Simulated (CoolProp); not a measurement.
Dimethyl ether at 293.15 K and 0.19 MPa is compressed adiabatically to 0.827 MPa with isentropic efficiency 0.7. Each further row changes one setting.

Values from CoolProp's reference Helmholtz-energy equation of state, Wu 2011.

| case | work (kJ/kg) | final temperature (K) | final density (kg/m³) |
|---|---|---|---|
| as stated | 115 | 374.1 | 13.2 |
| efficiency 1 | 80.7 | 354.5 | 14.2 |
| efficiency 0.65 | 124 | 379.1 | 13.0 |
